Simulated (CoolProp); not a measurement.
Vapour-liquid equilibrium of R143a (1) + fluoroethane (R161) (2) at 176.7 K; x and y are mole fractions of (1).

Computed with CoolProp (multi-fluid Helmholtz-energy mixture model, Lemmon and Jacobsen 2000 and Wu 2012; pair parameters Bell 2016).

Problem. Give the bubble pressure and the first vapour's composition at x = 0.05, 0.35, 0.65. Is there an azeotrope?

Solution. x = 0.05: 0.002442 MPa, y = 0.105; x = 0.35: 0.003189 MPa, y = 0.522; x = 0.65: 0.003826 MPa, y = 0.777. No azeotrope shows between x = 0.05 and 0.95.

The pair parameters rest on a limited set of measurements; away from them the model extrapolates.
